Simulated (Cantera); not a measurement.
Charge: 1 mol Fe3O4, 630 mol H2, 1.4 mol H2O, equilibrated at 0.0825 Torr.

Cantera equilibrium calculation (NASA polynomials, part measured and part estimated; ideal gas, pure solids and liquids). Candidate condensed phases: Fe, FeO, Fe(OH)2, Fe(OH)3, Fe2O3, Fe3O4, H2O; 12 gas species. Kinetics and transport are ignored.

Problem. Which condensed phases are stable at each of these points (T (K)): 623, 723, 823, 923, 1023, 1123, 1223, 1323?

Solution. 
| T (K) | condensed phases | Fe condensed (%) |
|---|---|---|
| 623 | Fe(α) | 100.0 |
| 723 | Fe(α) | 100.0 |
| 823 | Fe(α) | 100.0 |
| 923 | Fe(α) | 100.0 |
| 1023 | Fe(α) | 100.0 |
| 1123 | Fe(α) | 100.0 |
| 1223 | Fe(γ) | 100.0 |
| 1323 | Fe(γ) | 99.6 |

From 623 K to 1123 K the condensed part is Fe(α). From 1223 K to 1323 K the condensed part is Fe(γ).
